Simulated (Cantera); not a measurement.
Input: 1 mol BN, 2.9 mol H2O, 8.5 mol H2, 56 mol HCl, equilibrated at 1802 °C and 1.00 bar.

Equilibrium computed with Cantera from the NASA thermochemical tables; the gas is ideal and each condensed phase is pure. Candidate condensed phases: B, BN, B2O3, B3O3H3, H2O, NH4Cl; 49 gas species. The tables' values for BOCl are old estimates; treat these amounts as uncertain. Equilibrium is a limit: real reactors are often held back by kinetics, nucleation or transport.

**Question.** What is the equilibrium state?

**Answer.** 
| Property | Value |
|---|---|
| x(HCl) | 0.809 |
| x(H2) | 0.147 |
| x(H2O) | 0.0174 |
| x(HBO2) | 0.00971 |
| x(N2) | 0.00729 |
| x(Cl) | 0.00415 |
| x(BOCl) | 0.00289 |
| x(H) | 0.00102 |
| x(B2O3) | 0.000635 |
| gas amount | 68.58 mol |
| log10 activity of B(s) (absent) | -4.72 |
